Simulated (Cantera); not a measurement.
Feed: 1 mol SiH4, 2.9 mol CH4, 25 mol H2, 0.2 mol C3H8, equilibrated at 2398 K and 0.00410 bar.

Cantera equilibrium calculation (NASA polynomials, part measured and part estimated; ideal gas, pure solids and liquids). Candidate condensed phases: C, C6H6, C7H8, C8H18, Si, SiC; 87 gas species. Gases not in the tables: Si2H6 and higher silanes. Equilibrium is a limit: real reactors are often held back by kinetics, nucleation or transport.

Base state: H2 0.755, H 0.214, Si 0.0205, C2H2 (acetylene) 0.00522, SiC2 0.00392, Si2C 0.000471, SiH 0.000355, C2H 8.46e-5 (mole fractions); condensed: C(graphite).

What changes in the equilibrium state with this change: pressure from 0.00410 bar to 1.00 bar?


```tsv
species	before	after
H2	0.755	0.977
H	0.214	0.0156
C2H2 (acetylene)	0.00522	0.00675
Si	0.0205	0.000400
CH4	4.17e-7	0.000170
C3	2.31e-5	9.48e-8
SiC2	0.00392	7.62e-5
CH3	2.17e-6	4.99e-5
C2H	8.46e-5	6.16e-6
C(graphite), mol	2.76	2.05
SiC(s), mol	0	0.972
```
